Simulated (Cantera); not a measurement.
Cantera run, input and output.

```python
import numpy as np
import cantera as ct

surf = ct.Interface("ptcombust.yaml", "Pt_surf")
gas = surf.adjacent["gas"]
gas.TPX = 1125, 22000, {'CH4': 0.0033, 'O2': 0.012, 'N2': 0.79}
surf.TP = 1125, 22000
reactor = ct.FlowReactor(gas, clone=False)
reactor.area = 0.0001  # m2
reactor.surface_area_to_volume_ratio = 120  # 1/m
reactor.mass_flow_rate = 0.82 * reactor.area * gas.density  # inlet velocity 0.82 m/s
reactor.energy_enabled = False
wall = ct.ReactorSurface(surf, reactor, clone=False)
net = ct.ReactorNet([reactor])
net.rtol, net.atol = 1e-8, 1e-16
show, cover = ['CH4', 'O2', 'H2O', 'CO2', 'CO'], ['PT(S)', 'H(S)', 'O(S)', 'OH(S)', 'CO(S)', 'C(S)']

rows = []
print(f"{'z/m':>9s}{'u/(m/s)':>9s}" + "".join(f"{s:>13s}" for s in show + cover))
for z in [4.2e-05, 7e-05, 0.00012, 0.0002, 0.00033, 0.00054, 0.00091, 0.0015, 0.0025, 0.0042]:
    net.advance(z)
    rows.append([reactor.speed, *gas[show].X, *surf[cover].coverages])
    print(f"{z:9.4g}{rows[-1][0]:9.3g}" + "".join(f"{x:13.4e}" for x in rows[-1][1:]))
```

Result:

```
      z/m  u/(m/s)          CH4           O2          H2O          CO2           CO        PT(S)         H(S)         O(S)        OH(S)        CO(S)         C(S)
  4.2e-05     0.82   4.0758e-03   1.4859e-02   4.4015e-05   1.8611e-05   3.4004e-06   5.8071e-01   2.7312e-07   4.1917e-01   1.2303e-04   4.9442e-06   6.0974e-08
    7e-05     0.82   4.0611e-03   1.4830e-02   7.3283e-05   3.1941e-05   4.6989e-06   5.8094e-01   2.8583e-07   4.1893e-01   1.2865e-04   5.1489e-06   6.0846e-08
  0.00012     0.82   4.0351e-03   1.4779e-02   1.2535e-04   5.6689e-05   5.9714e-06   5.8126e-01   3.0708e-07   4.1860e-01   1.3806e-04   5.3402e-06   6.0579e-08
   0.0002     0.82   3.9936e-03   1.4697e-02   2.0808e-04   9.7300e-05   6.7045e-06   5.8165e-01   3.3809e-07   4.1819e-01   1.5181e-04   5.4286e-06   6.0108e-08
  0.00033     0.82   3.9270e-03   1.4564e-02   3.4096e-04   1.6352e-04   6.8803e-06   5.8219e-01   3.8282e-07   4.1764e-01   1.7156e-04   5.4025e-06   5.9310e-08
  0.00054     0.82   3.8215e-03   1.4353e-02   5.5154e-04   2.6886e-04   6.7526e-06   5.8301e-01   4.4509e-07   4.1679e-01   1.9886e-04   5.2919e-06   5.8022e-08
  0.00091     0.82   3.6415e-03   1.3994e-02   9.1047e-04   4.4845e-04   6.4640e-06   5.8443e-01   5.3615e-07   4.1532e-01   2.3823e-04   5.0893e-06   5.5797e-08
   0.0015     0.82   3.3698e-03   1.3453e-02   1.4520e-03   7.1936e-04   6.0220e-06   5.8664e-01   6.5268e-07   4.1306e-01   2.8745e-04   4.7768e-06   5.2369e-08
   0.0025     0.82   2.9499e-03   1.2617e-02   2.2883e-03   1.1376e-03   5.3294e-06   5.9021e-01   8.0591e-07   4.0943e-01   3.4981e-04   4.2782e-06   4.6899e-08
   0.0042     0.82   2.3422e-03   1.1408e-02   3.4973e-03   1.7420e-03   4.3047e-06   5.9572e-01   9.9794e-07   4.0385e-01   4.2344e-04   3.5188e-06   3.8568e-08
```

Computed with Cantera and Deutschmann's 1995 Pt surface mechanism with GRI-Mech 3.0 gas chemistry. Catalytic surfaces can have several steady states; this one follows from the mechanism file's or the stated starting coverage. Mass transfer to the wall is taken as infinitely fast.
